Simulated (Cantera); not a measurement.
A perfectly stirred reactor is fed with CH4 : C2H6 : C3H8 : O2 : N2 = 1 : 0.94 : 0.72 : 17.1 : 205 (molar parts), at 5.00 bar; it is adiabatic with a 525 K inlet, and is followed from long to short residence time, starting on the burning branch (τ in s: 0.15, 0.073, 0.034, 0.016, 0.0077, 0.0036, 0.0017, 0.00081, 0.00038, 0.00018, 8.6e-05, 4.1e-05).

Model: GRI-Mech 3.0 (53 species, 325 reactions), integrated in Cantera. GRI-Mech 3.0 was tuned for natural gas; its chemistry of propane as a main component is partial and can be far from experiment.

Question: What does this change do: 14 parts H2 added?

Answer: 
```tsv
quantity	before	after
state	not burning at any residence time tried	not reached
x(CH4) at τ = 0.150 s	0.00445	3.01e-6
x(C2H6) at τ = 0.150 s	0.00418	5.28e-7
x(C3H8) at τ = 0.150 s	0.00320	4.41e-7
x(CH2O) at τ = 0.150 s	<1e-12	5.65e-7
x(CO2) at τ = 0.150 s	<1e-12	0.0214
x(CH4) at τ = 1.70 ms	0.00445	0.00419
x(C2H6) at τ = 1.70 ms	0.00418	0.00394
x(C3H8) at τ = 1.70 ms	0.00320	0.00302
x(CH2O) at τ = 1.70 ms	<1e-12	<1e-12
x(CO2) at τ = 1.70 ms	<1e-12	<1e-12
blow-out, bracketed by the residence times tried	not reached	burning at 3.60 ms, out at 1.70 ms
```

Question: What does this change do: inlet temperature 525 to 700 K?

Answer: 
| quantity | before | after |
|---|---|---|
| state | not burning at any residence time tried | not reached |
| x(CH4) at τ = 0.150 s | 0.00445 | 0.000147 |
| x(C2H6) at τ = 0.150 s | 0.00418 | 3.17e-5 |
| x(C3H8) at τ = 0.150 s | 0.00320 | 2.44e-5 |
| x(CH2O) at τ = 0.150 s | <1e-12 | 3.46e-5 |
| x(CO2) at τ = 0.150 s | <1e-12 | 0.0178 |
| x(CH4) at τ = 1.70 ms | 0.00445 | 0.00445 |
| x(C2H6) at τ = 1.70 ms | 0.00418 | 0.00418 |
| x(C3H8) at τ = 1.70 ms | 0.00320 | 0.00320 |
| x(CH2O) at τ = 1.70 ms | <1e-12 | <1e-12 |
| x(CO2) at τ = 1.70 ms | <1e-12 | <1e-12 |
| blow-out, bracketed by the residence times tried | not reached | burning at 0.150 s, out at 73.0 ms |
